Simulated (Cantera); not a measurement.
Mixture: CH4 : H2 : O2 : N2 = 1 : 0.83 : 3.18 : 11.9 (molar parts), at 160000 Pa, adiabatic and at constant volume. Ignition delay is the time to a rise of 400 K.

Detailed kinetics in Cantera: GRI-Mech 3.0 (53 species, 325 reactions). Below about 1000 K GRI-Mech 3.0 lacks low-temperature oxidation paths.

**Question.** What does this change do: pressure from 160000 Pa to 350000 Pa?

**Answer.** 
```csv
quantity,before,after
delay at 975 K,16.8 ms,30.5 ms
delay at 1025 K,4.41 ms,6.38 ms
delay at 1075 K,2.13 ms,1.83 ms
delay at 1125 K,1.24 ms,0.803 ms
delay at 1175 K,0.778 ms,0.455 ms
delay at 1225 K,0.511 ms,0.287 ms
delay at 1275 K,0.347 ms,0.192 ms
apparent activation energy between 1175 and 1275 K,100 kJ/mol,110 kJ/mol
```

**Question.** What does this change do: pressure from 160000 Pa to 101000 Pa?

**Answer.** 
```csv
quantity,before,after
delay at 975 K,16.8 ms,11.9 ms
delay at 1025 K,4.41 ms,5.12 ms
delay at 1075 K,2.13 ms,2.84 ms
delay at 1125 K,1.24 ms,1.73 ms
delay at 1175 K,0.778 ms,1.10 ms
delay at 1225 K,0.511 ms,0.724 ms
delay at 1275 K,0.347 ms,0.493 ms
apparent activation energy between 1175 and 1275 K,100 kJ/mol,100 kJ/mol
```
